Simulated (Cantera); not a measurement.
An isothermal, constant-pressure homogeneous reactor starts with NH3 : H2 = 1 : 1.6 (molar parts), at 1750 K and 2700 Pa.

Computed with Cantera and the gas-phase N/H chemistry of the illustrative SiF4/NH3 mechanism in the Surface Chemkin manual (1991). Walls and surfaces, which speed up NH3 decomposition in real reactors, are not modelled.

Problem. Predict: x(NH3) at 10.0 s; x(H2) at 10.0 s; x(N2) at 10.0 s; x(N) at 10.0 s; x(NH) at 10.0 s; x(NH2) at 10.0 s; x(N2H2) at 10.0 s.

Solution. 
```
Property                                              Value
-----------------  ----------------------------------------
x(NH3) at 10.0 s      0.195 (gas-phase equilibrium 2.58e-7)
x(H2) at 10.0 s         0.736 (gas-phase equilibrium 0.860)
x(N2) at 10.0 s        0.0682 (gas-phase equilibrium 0.139)
x(N) at 10.0 s     1.42e-7 (gas-phase equilibrium 3.31e-11)
x(NH) at 10.0 s    2.05e-6 (gas-phase equilibrium 8.42e-11)
x(NH2) at 10.0 s   0.000142 (gas-phase equilibrium 1.03e-9)
x(N2H2) at 10.0 s    4.16e-7 (gas-phase equilibrium <1e-12)
```
